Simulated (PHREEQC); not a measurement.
Synthetic water in mg/L, 25 °C, pH 4.16, pe 8.4:

```tsv
constituent	mg/L
Na	254
K	130
Ca	196
Mg	53.3
Cl	134
S(6) as SO4	1210
B	0.925
Zn	47.9
Ni	0.167
Mn(2)	9.6
Li	0.267
Al	0.147
```

Valence states are taken as typed.

Computed with PHREEQC (ion-association model, wateq4f.dat).

No solid was allowed to form.

**Question.** Order these Ni species by the share of Ni that they hold, largest first: NiSO4, Ni+2, NiCl+.

**Answer.** Ni+2 (69 %), NiSO4 (31 %), NiCl+ (0.32 %)

The pH is 4.16 and the ionic strength 0.0389 mol/kgw.
